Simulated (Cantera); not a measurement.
A Cantera script and its output.

```python
import numpy as np
import cantera as ct

gas = ct.Solution("gri30.yaml")
gas.TPX = 1823, 91000, {'H2': 1, 'O2': 0.312, 'N2': 2.53}
reactor = ct.IdealGasConstPressureReactor(gas, energy="on", clone=False)
net = ct.ReactorNet([reactor])
net.rtol, net.atol = 1e-08, 1e-16
show = ['H2', 'O2', 'H2O', 'H', 'NO2', 'NO']
times = np.geomspace(7e-06, 2, 11)

steps = ct.SolutionArray(gas, extra=["t"])
rows = []
print(f"{'t/s':>10s}{'T/K':>9s}{'P/Pa':>11s}" + "".join(f"{s:>11s}" for s in show))
for t in times:
    while net.time < t:
        t_next = net.step()
        steps.append(gas.state, t=t_next)
    rows.append([np.interp(t, steps.t, y) for y in (steps.T, steps.P, *steps(*show).X.T)])
    print(f"{t:10.3e}{rows[-1][0]:9.1f}{rows[-1][1]:11.4g}" + "".join(f"{x:11.3e}" for x in rows[-1][2:]))
rate = np.gradient(steps.T, steps.t)
print("integrator steps:", len(steps.t))
if steps.T.max() > steps.T[0] + 200:
    print(f"time of steepest temperature rise: {steps.t[rate.argmax()]:.4e} s")
gas.TPX = 1823, 91000, {'H2': 1, 'O2': 0.312, 'N2': 2.53}
gas.equilibrate("HP")
print(f"equilibrium (HP): T = {gas.T:.1f} K  " + "  ".join(f"{s} {gas[s].X[0]:.3e}" for s in show))
```

Output:

```
       t/s      T/K       P/Pa         H2         O2        H2O          H        NO2         NO
 7.000e-06   1827.7    9.1e+04  2.483e-01  7.643e-02  7.996e-03  7.217e-03  7.028e-14  1.716e-09
 2.459e-05   2045.4    9.1e+04  8.579e-02  6.801e-03  1.259e-01  8.966e-02  4.034e-10  1.743e-05
 8.635e-05   2336.8    9.1e+04  9.362e-02  4.017e-03  1.387e-01  5.974e-02  1.721e-09  7.500e-05
 3.033e-04   2618.0    9.1e+04  9.939e-02  1.570e-03  1.544e-01  3.226e-02  9.536e-09  2.818e-04
 1.065e-03   2725.6    9.1e+04  1.019e-01  7.658e-04  1.611e-01  2.157e-02  3.476e-08  8.583e-04
 3.742e-03   2725.0    9.1e+04  1.026e-01  7.134e-04  1.608e-01  2.110e-02  6.641e-08  1.668e-03
 1.314e-02   2724.3    9.1e+04  1.028e-01  7.075e-04  1.607e-01  2.107e-02  7.202e-08  1.815e-03
 4.616e-02   2724.3    9.1e+04  1.028e-01  7.075e-04  1.607e-01  2.107e-02  7.203e-08  1.816e-03
 1.621e-01   2724.3    9.1e+04  1.028e-01  7.075e-04  1.607e-01  2.107e-02  7.203e-08  1.816e-03
 5.694e-01   2724.3    9.1e+04  1.028e-01  7.075e-04  1.607e-01  2.107e-02  7.203e-08  1.816e-03
 2.000e+00   2724.3    9.1e+04  1.028e-01  7.075e-04  1.607e-01  2.107e-02  7.203e-08  1.816e-03
integrator steps: 1187
time of steepest temperature rise: 9.5371e-06 s
equilibrium (HP): T = 2724.3 K  H2 1.028e-01  O2 7.075e-04  H2O 1.607e-01  H 2.107e-02  NO2 7.203e-08  NO 1.816e-03
```

Computed with Cantera and GRI-Mech 3.0 (53 species, 325 reactions).
